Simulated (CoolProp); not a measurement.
CF4 (R14) along the isotherm 249.6 K: Z from the reference equation and from simpler models built on Tc = 227.4 K, pc = 3762 kPa, ω = 0.178; each cubic takes its own stable root.

Computed with CoolProp (reference Helmholtz-energy equation of state, Platzer 1990). This equation is an older, rougher fit; its heat capacities, sound speeds and derivatives of the liquid may be far off and weren't checked against measurements.

```json
[
 {"p (kPa)": "1710", "phase": "gas", "reference": "0.8775"},
 {"p (kPa)": "3420", "phase": "gas", "reference": "0.7340"},
 {"p (kPa)": "5130", "phase": "supercritical", "reference": "0.5518"},
 {"p (kPa)": "6840", "phase": "supercritical", "reference": "0.4150"},
 {"p (kPa)": "8550", "phase": "supercritical", "reference": "0.4184"},
 {"p (kPa)": "10300", "phase": "supercritical", "reference": "0.4578"},
 {"p (kPa)": "12000", "phase": "supercritical", "reference": "0.5039"},
 {"p (kPa)": "13700", "phase": "supercritical", "reference": "0.5524"},
 {"p (kPa)": "15400", "phase": "supercritical", "reference": "0.6016"},
 {"p (kPa)": "17100", "phase": "supercritical", "reference": "0.6510"},
 {"p (kPa)": "18800", "phase": "supercritical", "reference": "0.7002"}
]
```

Task: How far does each simpler model (van der Waals, Redlich-Kwong, Soave-Redlich-Kwong, Peng-Robinson) lie from the reference over these 11 states: mean and median of the absolute difference, and the worst?

Result: 
- van der Waals: mean 16.1 %, median 21.2 %, worst +24.5 % at 249.6 K and 18800 kPa
- Redlich-Kwong: mean 3.2 %, median 3.0 %, worst +6.0 % at 249.6 K and 8550 kPa
- Soave-Redlich-Kwong: mean 5.6 %, median 5.1 %, worst +11.2 % at 249.6 K and 8550 kPa
- Peng-Robinson: mean 3.2 %, median 3.1 %, worst -6.4 % at 249.6 K and 18800 kPa
